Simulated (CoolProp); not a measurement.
The numbers come from the reference Helmholtz-energy equation of state, Thol 2015 in CoolProp.

### Question
For octamethylcyclotetrasiloxane (D4), give the phase and the density (kg/m³), cv (kJ/(kg K)), fugacity coefficient at 447 K and 1380 kPa; 596.6 K and 1380 kPa.

### Answer
- 447 K and 1380 kPa: liquid; density 775, cv 1.71, fugacity coefficient 0.0744
- 596.6 K and 1380 kPa: supercritical; density 167, cv 2.04, fugacity coefficient 0.673
